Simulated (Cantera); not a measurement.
Pb + CO + N2 (iron carbonyl, mercury and lead vapours)

Input: 1 mol Pb, 1.6 mol CO, 0.22 mol N2.

Cantera equilibrium calculation (NASA polynomials, part measured and part estimated; ideal gas, pure solids and liquids). Candidate condensed phases: C, Pb, PbO, PbO2, Pb3O4; 27 gas species. Kinetics and transport are ignored.

Stable condensed phases:

```
T in K \ P in Pa
              10      52     270    1400    7200   37000  190000 1000000
   1600        A       A       A       A       A       B       C       C
   1525        A       A       A       A       A       C       C       C
   1450        A       A       A       A       B       C       C       C
   1375        A       A       A       A       C       C       C       C
   1300        A       A       A       B       C       C       C       C
   1225        A       A       B       C       C       C       C       C
   1150        A       A       B       C       C       C       C       C
   1075        A       B       C       C       C       C       C       C
   1000        B       C       C       C       C       C       C       C
    925        C       C       C       C       C       C       C       C
    850        C       C       C       C       C       C       C       C
    775        C       C       C       C       C       C       C       C
    700        C       C       C       C       C       C       C       C
```

A: gas only; B: Pb; C: C + Pb.
